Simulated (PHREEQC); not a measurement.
Consider water at 25 °C with 0.029 mol/kgw HF and 0.0016 mol/kgw NaF. Closed to the air; pH follows from the charge balance.

All values are PHREEQC results (ion-association model, phreeqc.dat), not measurements.

Each row changes one thing in this solution. Precipitation was switched off in this run.

```
case                                            pH  ionic strength (mol/kgw)  HF (mol/kgw)  F- (mol/kgw)  HF2- (mol/kgw)
--------------------------------------------  ----  ------------------------  ------------  ------------  --------------
as made                                       2.44                   0.00545        0.0247       0.00498        0.000471
diluted 5-fold with water                     2.81                   0.00193       0.00416       0.00190         3.03e-5
NaF replaced by Na2HPO4 at the same molality  2.49                   0.00671        0.0229             …        0.000453
NaF left out                                     …                   0.00450        0.0241       0.00411        0.000381
NaF from 0.0016 to 0.00176 mol/kgw            2.45                   0.00555        0.0247       0.00507        0.000481
diluted 2-fold with water                     2.60                   0.00346        0.0117       0.00331               …
```

### Question
Fill in the missing entries.

### Answer

- NaF replaced by Na2HPO4 at the same molality, F- (mol/kgw): 0.00514
- NaF left out, pH: 2.38
- diluted 2-fold with water, HF2- (mol/kgw): 0.000149
